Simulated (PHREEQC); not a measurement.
## Alkaline etch or developer: an equilibrium model

Consider water at 25 °C with 0.15 mol CsOH, 0.013 mol H3BO3 and 0.015 mol Na2CO3 per kg of water. Closed to the air; pH follows from the charge balance.

All values are PHREEQC results (ion-association model, wateq4f.dat), not measurements.

No solid was allowed to form.

Estimate the pH.

pH 12.99.

In which forms is C present?

CO3-2 86 %, NaCO3- 14 % of the C.

Species that the database lacks are ignored.
